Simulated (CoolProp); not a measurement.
R236FA at several states: density (kg/m³) from the reference equation and from simpler models built on Tc = 398.1 K, pc = 3191 kPa, ω = 0.377; each cubic takes its own stable root.

The numbers come from the reference Helmholtz-energy equation of state, Pan 2012 in CoolProp.

| T (K) | p (kPa) | phase | reference | van der Waals | Redlich-Kwong | Soave-Redlich-Kwong | Peng-Robinson |
|---|---|---|---|---|---|---|---|
| 245.1 | 139 | liquid | ___ | 10.82 | 1313 | ___ | ___ |
| 292.9 | 136 | gas | 8.912 | ___ | 8.801 | 8.852 | ___ |
| 252.7 | 418 | liquid | ___ | ___ | 1294 | 1362 | 1537 |

Some entries are withheld; supply them.


- 245.1, reference: 1526
- 245.1, Soave-Redlich-Kwong: 1379
- 245.1, Peng-Robinson: 1556
- 292.9, van der Waals: 8.723
- 292.9, Peng-Robinson: 8.871
- 252.7, reference: 1505
- 252.7, van der Waals: 881.8

At some of these states van der Waals gives the other phase, because its saturation line lies elsewhere.
